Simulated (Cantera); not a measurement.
An isothermal, constant-pressure homogeneous reactor starts with CH3OH : O2 : N2 = 0.004 : 0.0067 : 1 (molar parts), equivalence ratio 0.90, at 900 K and 18.8 atm. Integrator tolerance rtol = 1e-08.

Model: GRI-Mech 3.0 (53 species, 325 reactions), integrated in Cantera. GRI-Mech 3.0 was tuned for natural gas; its chemistry of methanol as a main component is partial and can be far from experiment. The pressure lies above the range GRI-Mech 3.0 was tuned for (to about 10 atm). Below about 1000 K GRI-Mech 3.0 lacks low-temperature oxidation paths.

**Question.** What does this change do: pressure from 18.8 atm to 0.681 atm?

**Answer.** 
```json
[
 {"quantity": "x(CH3OH) at 10.0 s", "before": "1.18e-8 (gas-phase equilibrium <1e-12)", "after": "0.00396 (gas-phase equilibrium <1e-12)"},
 {"quantity": "x(O2) at 10.0 s", "before": "0.00174 (gas-phase equilibrium 0.000691)", "after": "0.00663 (gas-phase equilibrium 0.000691)"},
 {"quantity": "x(CH2CO) at 10.0 s", "before": "<1e-12 (gas-phase equilibrium <1e-12)", "after": "<1e-12 (gas-phase equilibrium <1e-12)"},
 {"quantity": "x(H) at 10.0 s", "before": "8.47e-11 (gas-phase equilibrium <1e-12)", "after": "<1e-12 (gas-phase equilibrium <1e-12)"},
 {"quantity": "x(H2) at 10.0 s", "before": "0.000155 (gas-phase equilibrium <1e-12)", "after": "3.66e-8 (gas-phase equilibrium 1.16e-12)"},
 {"quantity": "x(C2H4) at 10.0 s", "before": "<1e-12 (gas-phase equilibrium <1e-12)", "after": "<1e-12 (gas-phase equilibrium <1e-12)"},
 {"quantity": "x(CH4) at 10.0 s", "before": "1.27e-9 (gas-phase equilibrium <1e-12)", "after": "4.93e-9 (gas-phase equilibrium <1e-12)"}
]
```

**Question.** What does this change do: 0.089 parts H2O added?

**Answer.** 
| quantity | before | after |
|---|---|---|
| x(CH3OH) at 10.0 s | 1.18e-8 (gas-phase equilibrium <1e-12) | 8.25e-9 (gas-phase equilibrium <1e-12) |
| x(O2) at 10.0 s | 0.00174 (gas-phase equilibrium 0.000691) | 0.00153 (gas-phase equilibrium 0.000635) |
| x(CH2CO) at 10.0 s | <1e-12 (gas-phase equilibrium <1e-12) | <1e-12 (gas-phase equilibrium <1e-12) |
| x(H) at 10.0 s | 8.47e-11 (gas-phase equilibrium <1e-12) | 4.97e-11 (gas-phase equilibrium <1e-12) |
| x(H2) at 10.0 s | 0.000155 (gas-phase equilibrium <1e-12) | 9.93e-5 (gas-phase equilibrium 2.58e-12) |
| x(C2H4) at 10.0 s | <1e-12 (gas-phase equilibrium <1e-12) | <1e-12 (gas-phase equilibrium <1e-12) |
| x(CH4) at 10.0 s | 1.27e-9 (gas-phase equilibrium <1e-12) | 1.09e-9 (gas-phase equilibrium <1e-12) |
